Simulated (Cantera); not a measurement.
Input: 1 mol PbO, 0.17 mol H2, 0.59 mol N2, equilibrated at 1048 K and 0.750 Torr.

Equilibrium computed with Cantera from the NASA thermochemical tables; the gas is ideal and each condensed phase is pure. Candidate condensed phases: H2O, Pb, PbO, PbO2, Pb3O4; 27 gas species. Mutual solubility and eutectic melting of coexisting phases are not modelled. Kinetics and transport are ignored.

Base state: N2 0.741, H2O 0.213, Pb 0.0447, PbO 0.00139, H2 3.71e-5 (mole fractions); condensed: Pb(l) + PbO(yellow).

Problem. What changes in the equilibrium state with this change: temperature from 1048 K to 1550 K?

Solution. 
| species | before | after |
|---|---|---|
| N2 | 0.741 | 0.310 |
| PbO | 0.00139 | 0.292 |
| Pb | 0.0447 | 0.235 |
| O2 | 3.87e-9 | 0.0724 |
| H2O | 0.213 | 0.0893 |
| NO | 6.81e-9 | 0.000571 |
| O | <1e-9 | 6.66e-5 |
| OH | 2.69e-8 | 0.000485 |
| H2 | 3.71e-5 | 3.79e-5 |
| Pb(l), mol | 0.134 | 0 |
| PbO(yellow), mol | 0.829 | 0 |
Gases not in the tables: (PbO)n polymers.
